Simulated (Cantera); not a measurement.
A freely propagating, adiabatic, planar premixed flame of 10.4 % CH₄, 0.394 % C₂H₆, 18.4 % O₂, 69.2 % N₂, 1.55 % CO₂, unburnt at 623 K and 750 Torr; mixture-averaged transport, grid criteria slope 0.08 and curve 0.16, no radiation.

Computed with Cantera and GRI-Mech 3.0 (53 species, 325 reactions). Burning velocities carry a grid error of a few per cent, more on coarse grids.

x: mole fraction of selected species; z is measured from the peak of heat release.

```json
[
 {"z (mm)": "-1.04", "T (K)": "623", "u (m/s)": "1.20", "x CH₄": "0.103", "x C₂H₆": "0.00393", "x O₂": "0.184", "x H₂O₂": "1.39e-8", "x CH₃": "3.42e-8", "x O": "<1e-8"},
 {"z (mm)": "-0.691", "T (K)": "625", "u (m/s)": "1.21", "x CH₄": "0.103", "x C₂H₆": "0.00392", "x O₂": "0.183", "x H₂O₂": "___", "x CH₃": "___", "x O": "<1e-8"},
 {"z (mm)": "-0.518", "T (K)": "636", "u (m/s)": "1.24", "x CH₄": "0.102", "x C₂H₆": "0.00390", "x O₂": "0.182", "x H₂O₂": "8.30e-7", "x CH₃": "1.92e-6", "x O": "<1e-8"},
 {"z (mm)": "-0.345", "T (K)": "704", "u (m/s)": "1.38", "x CH₄": "0.0962", "x C₂H₆": "0.00386", "x O₂": "0.176", "x H₂O₂": "4.66e-6", "x CH₃": "2.03e-5", "x O": "1.42e-7"},
 {"z (mm)": "-0.173", "T (K)": "1104", "u (m/s)": "2.21", "x CH₄": "0.0678", "x C₂H₆": "0.00352", "x O₂": "0.141", "x H₂O₂": "1.26e-5", "x CH₃": "0.000697", "x O": "1.39e-5"},
 {"z (mm)": "-0.0864", "T (K)": "1503", "u (m/s)": "3.05", "x CH₄": "0.0375", "x C₂H₆": "0.00193", "x O₂": "0.0980", "x H₂O₂": "6.42e-6", "x CH₃": "0.00312", "x O": "0.000121"},
 {"z (mm)": "0", "T (K)": "1868", "u (m/s)": "3.83", "x CH₄": "0.00983", "x C₂H₆": "0.000163", "x O₂": "0.0504", "x H₂O₂": "1.52e-6", "x CH₃": "0.00347", "x O": "0.000619"},
 {"z (mm)": "0.0864", "T (K)": "2034", "u (m/s)": "4.18", "x CH₄": "___", "x C₂H₆": "___", "x O₂": "___", "x H₂O₂": "___", "x CH₃": "___", "x O": "___"},
 {"z (mm)": "0.173", "T (K)": "2076", "u (m/s)": "4.26", "x CH₄": "5.33e-5", "x C₂H₆": "<1e-8", "x O₂": "0.0115", "x H₂O₂": "1.72e-7", "x CH₃": "4.98e-5", "x O": "0.00227"},
 {"z (mm)": "0.345", "T (K)": "2108", "u (m/s)": "4.30", "x CH₄": "1.42e-7", "x C₂H₆": "<1e-8", "x O₂": "0.00684", "x H₂O₂": "1.45e-7", "x CH₃": "1.55e-7", "x O": "0.00230"},
 {"z (mm)": "0.691", "T (K)": "2146", "u (m/s)": "4.36", "x CH₄": "<1e-8", "x C₂H₆": "<1e-8", "x O₂": "0.00525", "x H₂O₂": "1.20e-7", "x CH₃": "<1e-8", "x O": "0.00187"},
 {"z (mm)": "1.38", "T (K)": "2193", "u (m/s)": "4.45", "x CH₄": "<1e-8", "x C₂H₆": "<1e-8", "x O₂": "0.00389", "x H₂O₂": "9.32e-8", "x CH₃": "<1e-8", "x O": "0.00132"},
 {"z (mm)": "2.76", "T (K)": "2243", "u (m/s)": "4.53", "x CH₄": "<1e-8", "x C₂H₆": "<1e-8", "x O₂": "0.00248", "x H₂O₂": "6.65e-8", "x CH₃": "<1e-8", "x O": "0.000787"}
]
```

Q: Some entries are withheld; supply them.

A: 
- -0.691, x H₂O₂: 1.48e-7
- -0.691, x CH₃: 3.33e-7
- 0.0864, x CH₄: 0.000980
- 0.0864, x C₂H₆: 1.32e-6
- 0.0864, x O₂: 0.0220
- 0.0864, x H₂O₂: 3.23e-7
- 0.0864, x CH₃: 0.000706
- 0.0864, x O: 0.00161
